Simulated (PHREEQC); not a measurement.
Dissolve 4.4 mmol/kgw H2S, 0.38 mmol/kgw NaOH and 190 mmol/kgw ZnCl2 at 35 °C. Closed to the air; pH follows from the charge balance.

Model: ion-association model, phreeqc.dat, run in PHREEQC.

This is a speciation only: nothing precipitates in the calculation.

Question: Estimate the pH, activity of water.

Answer: pH 2.53; activity of water 0.991.

Question: In which forms is Zn present?

Answer: Zn+2 74 %, ZnCl+ 21 %, ZnCl2 2.8 %, ZnCl3- 1.2 %, Zn(HS)2 1.1 % of the Zn.

Saturation is exceeded, for instance for Sphalerite (slow to form); the values hold only as long as no solid forms.
